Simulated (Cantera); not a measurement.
Charge: 1 mol Cr2O3, 42 mol H2, 0.059 mol H2O, at 1.33 mbar.

Equilibrium computed with Cantera from the NASA thermochemical tables; the gas is ideal and each condensed phase is pure. Candidate condensed phases: Cr, Cr2O3, H2O; 13 gas species. The numbers say what is thermodynamically allowed, not how fast it happens.

x: gas mole fraction; n: condensed amount in mol.

| T (K) | x H2 | x H2O | x Cr | x H | x CrO | x OH | n Cr2O3(s) |
|---|---|---|---|---|---|---|---|
| 1775 | 0.966 | 0.0162 | 0.00984 | 0.00779 | 8.34e-5 | 8.13e-6 | 0.788 |
| 1800 | 0.958 | 0.0198 | 0.0122 | 0.00960 | 0.000132 | 1.31e-5 | 0.735 |
| 1825 | 0.949 | 0.0241 | 0.0151 | 0.0117 | 0.000207 | 2.08e-5 | 0.672 |
| 1850 | 0.938 | … | … | … | … | … | … |
| 1875 | 0.925 | … | … | … | … | … | … |
| 1900 | 0.910 | 0.0418 | 0.0268 | 0.0207 | 0.000737 | 7.82e-5 | 0.399 |
| 1925 | 0.893 | 0.0496 | 0.0319 | 0.0247 | 0.00110 | 0.000119 | 0.273 |
| 1950 | 0.873 | 0.0585 | 0.0377 | 0.0293 | 0.00161 | 0.000179 | 0.124 |
| 1975 | 0.855 | 0.0657 | 0.0424 | 0.0346 | 0.00214 | 0.000254 | 0 |

Task: Complete the blanks.

Result: 
- 1875, x H2O: 0.0350
- 1875, x Cr: 0.0223
- 1875, x H: 0.0173
- 1875, x CrO: 0.000489
- 1875, x OH: 5.09e-5
- 1875, n Cr2O3(s): 0.506
- 1850, x H2O: 0.0291
- 1850, x Cr: 0.0184
- 1850, x H: 0.0143
- 1850, x CrO: 0.000320
- 1850, x OH: 3.27e-5
- 1850, n Cr2O3(s): 0.596
